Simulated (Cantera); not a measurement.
An adiabatic, constant-pressure homogeneous reactor starts with CH4 : O2 : N2 = 1 : 1.43 : 5.37 (molar parts), at 1250 K and 140000 Pa. Integrator tolerance rtol = 1e-08.

Computed with Cantera and GRI-Mech 3.0 (53 species, 325 reactions).

### Question
What does this change do: CH4 1 to 0.35 parts?

### Answer
| quantity | before | after |
|---|---|---|
| time of steepest temperature rise | 20.7 ms | 11.9 ms |
| temperature at 0.400 s | 2629 K | 2229 K |
| equilibrium temperature | 2629 K | 2228 K |
| x(CH4) at 0.400 s | <1e-12 (gas-phase equilibrium <1e-12) | <1e-12 (gas-phase equilibrium <1e-12) |
| x(O2) at 0.400 s | 0.000779 (gas-phase equilibrium 0.000779) | 0.0969 (gas-phase equilibrium 0.0966) |
| x(CO) at 0.400 s | 0.0807 (gas-phase equilibrium 0.0807) | 0.000956 (gas-phase equilibrium 0.000952) |
| x(C2H4) at 0.400 s | <1e-12 (gas-phase equilibrium <1e-12) | <1e-12 (gas-phase equilibrium <1e-12) |
| x(H2) at 0.400 s | 0.0567 (gas-phase equilibrium 0.0567) | 0.000354 (gas-phase equilibrium 0.000353) |
| x(CH3) at 0.400 s | <1e-12 (gas-phase equilibrium <1e-12) | <1e-12 (gas-phase equilibrium <1e-12) |

### Question
What does this change do: constant volume in place of constant pressure?

### Answer
```
quantity                                                              before                                      after
---------------------------------  -----------------------------------------  -----------------------------------------
time of steepest temperature rise                                    20.7 ms                                    19.4 ms
temperature at 0.400 s                                                2629 K                                     2873 K
equilibrium temperature                                               2629 K                                     2873 K
x(CH4) at 0.400 s                      <1e-12 (gas-phase equilibrium <1e-12)  1.00e-12 (gas-phase equilibrium 1.19e-12)
x(O2) at 0.400 s                   0.000779 (gas-phase equilibrium 0.000779)    0.00191 (gas-phase equilibrium 0.00191)
x(CO) at 0.400 s                       0.0807 (gas-phase equilibrium 0.0807)      0.0839 (gas-phase equilibrium 0.0839)
x(C2H4) at 0.400 s                     <1e-12 (gas-phase equilibrium <1e-12)      <1e-12 (gas-phase equilibrium <1e-12)
x(H2) at 0.400 s                       0.0567 (gas-phase equilibrium 0.0567)      0.0578 (gas-phase equilibrium 0.0578)
x(CH3) at 0.400 s                      <1e-12 (gas-phase equilibrium <1e-12)  3.82e-12 (gas-phase equilibrium 4.53e-12)
```
